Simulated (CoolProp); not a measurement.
Values from CoolProp's reference Helmholtz-energy equation of state, Thol 2017.

Task: For decamethyltetrasiloxane (MD2M), give the phase and the Z, cp (kJ/(kg K)), speed of sound (m/s), fugacity coefficient at 600 K and 0.26 MPa.

Result: 
- 600 K and 0.26 MPa: gas; Z 0.924, cp 2.05, speed of sound 118, fugacity coefficient 0.928
